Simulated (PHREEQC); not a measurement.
1 kg of water holding 0.024 mol/kgw KHCO3, 0.17 mol/kgw KCl, 0.0039 mol/kgw K2SO4 and 0.0062 mol/kgw K2CO3 is evaporated at 40 °C; the solids stay in contact with the brine. CO2 is held at log p = -3.4 (atm). Solids allowed: Arcanite, Kalicinite, Misenite, Sylvite. Others were left out.

Base run: PHREEQC, Pitzer model, pitzer.dat. Each further column changes one thing. The table gives ionic strength.

```csv
H2O removed (mol),base,temperature from 40 to 25 °C
0,0.227,?
18.01,0.338,0.336
30.18,0.503,?
41.44,0.913,0.909
46.01,1.36,1.35
49.09,2.01,2.01
51.94,3.64,?
53.1,5.39,?
53.88,6.66,6.12
54.41,7.19,?
54.76,7.99,?
55.09,10.0,9.71
55.23,12.4,?
```

Problem. What belongs in the gaps?

Solution. 
- 0, temperature from 40 to 25 °C: 0.225
- 30.18, temperature from 40 to 25 °C: 0.500
- 51.94, temperature from 40 to 25 °C: 3.63
- 53.1, temperature from 40 to 25 °C: 5.34
- 54.41, temperature from 40 to 25 °C: 6.69
- 54.76, temperature from 40 to 25 °C: 7.54
- 55.23, temperature from 40 to 25 °C: 12.1

Away from 25 °C the constants follow the database's enthalpies or fits; those with neither stay at their 25 °C values.
